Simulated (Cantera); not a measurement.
**Low-pressure radical oxidation in H2/O2**

An isothermal, constant-pressure homogeneous reactor starts with H₂ : O₂ : N₂ = 0.23 : 1 : 0.42 (molar parts), equivalence ratio 0.12, at 1298 K and 1900 Pa.

Detailed kinetics in Cantera: GRI-Mech 3.0 (53 species, 325 reactions). Radical loss at walls, strong at low pressure, is not modelled. The temperature is held fixed by assumption; the heat of reaction is taken as removed at once.

```json
[
 {"t (s)": "6.00e-5", "x H₂": "0.139", "x O₂": "0.606", "x OH": "1.69e-8", "x H₂O": "2.58e-8", "x N₂O": "<1e-12", "x HO₂": "3.68e-8"},
 {"t (s)": "0.000163", "x H₂": "0.139", "x O₂": "0.606", "x OH": "2.12e-7", "x H₂O": "6.23e-7", "x N₂O": "<1e-12", "x HO₂": "1.01e-7"},
 {"t (s)": "0.000445", "x H₂": "0.139", "x O₂": "0.606", "x OH": "7.74e-5", "x H₂O": "0.000262", "x N₂O": "<1e-12", "x HO₂": "6.71e-7"},
 {"t (s)": "0.00121", "x H₂": "0.00698", "x O₂": "0.520", "x OH": "0.00984", "x H₂O": "0.107", "x N₂O": "1.52e-9", "x HO₂": "5.78e-6"},
 {"t (s)": "0.00330", "x H₂": "0.00571", "x O₂": "0.527", "x OH": "0.00904", "x H₂O": "0.114", "x N₂O": "2.98e-9", "x HO₂": "5.89e-6"},
 {"t (s)": "0.00899", "x H₂": "0.00408", "x O₂": "0.544", "x OH": "0.00775", "x H₂O": "0.127", "x N₂O": "3.70e-9", "x HO₂": "6.00e-6"},
 {"t (s)": "0.0245", "x H₂": "0.00160", "x O₂": "0.564", "x OH": "0.00492", "x H₂O": "0.142", "x N₂O": "5.63e-9", "x HO₂": "5.15e-6"},
 {"t (s)": "0.0667", "x H₂": "0.000284", "x O₂": "0.574", "x OH": "0.00208", "x H₂O": "0.148", "x N₂O": "9.12e-9", "x HO₂": "2.49e-6"},
 {"t (s)": "0.182", "x H₂": "4.02e-5", "x O₂": "0.576", "x OH": "0.000788", "x H₂O": "0.149", "x N₂O": "1.20e-8", "x HO₂": "6.41e-7"},
 {"t (s)": "0.495", "x H₂": "7.20e-6", "x O₂": "0.576", "x OH": "0.000335", "x H₂O": "0.150", "x N₂O": "1.35e-8", "x HO₂": "1.51e-7"},
 {"t (s)": "1.35", "x H₂": "1.68e-6", "x O₂": "0.576", "x OH": "0.000162", "x H₂O": "0.150", "x N₂O": "1.38e-8", "x HO₂": "4.77e-8"},
 {"t (s)": "3.67", "x H₂": "4.80e-7", "x O₂": "0.577", "x OH": "8.70e-5", "x H₂O": "0.150", "x N₂O": "1.26e-8", "x HO₂": "2.87e-8"},
 {"t (s)": "10.0", "x H₂": "1.80e-7", "x O₂": "0.577", "x OH": "5.34e-5", "x H₂O": "0.150", "x N₂O": "9.34e-9", "x HO₂": "3.16e-8"}
]
```
x: mole fraction; the columns are a selection and need not sum to one.

Equilibrium at this temperature and pressure: H₂ 1.21e-7, O₂ 0.576, OH 4.37e-5, H₂O 0.150, N₂O 2.07e-9, HO₂ 3.56e-8 (gas phase only).
